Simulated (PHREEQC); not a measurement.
A solution holds 0.0039 mol/kgw NH3, 0.016 mol/kgw K2SiO3 and 0.00015 mol/kgw K2CO3, at 25 °C. Closed to the air; pH follows from the charge balance.

Equilibrium calculation in PHREEQC: ion-association model, phreeqc.dat.

| Property | Result |
|---|---|
| pH | 12.07 |
| ionic strength | 0.0343 mol/kgw |
| total alkalinity | 36.2 meq/kg |

```json
[
 {"species": "K+", "molality": "0.0323", "activity": "0.0270", "log γ": "-0.077"},
 {"species": "OH-", "molality": "0.0143", "activity": "0.0119", "log γ": "-0.078"},
 {"species": "H3SiO4-", "molality": "0.0141", "activity": "0.0118", "log γ": "-0.076"},
 {"species": "NH3", "molality": "0.00389", "activity": "0.00392", "log γ": "0.003"},
 {"species": "H2SiO4-2", "molality": "0.00183", "activity": "0.000949", "log γ": "-0.284"},
 {"species": "CO3-2", "molality": "0.000148", "activity": "7.71e-5", "log γ": "-0.284"},
 {"species": "H4SiO4", "molality": "6.76e-5", "activity": "6.82e-5", "log γ": "0.003"},
 {"species": "NH4+", "molality": "7.06e-6", "activity": "5.84e-6", "log γ": "-0.082"},
 {"species": "HCO3-", "molality": "1.64e-6", "activity": "1.39e-6", "log γ": "-0.071"}
]
```

No solid was allowed to form.
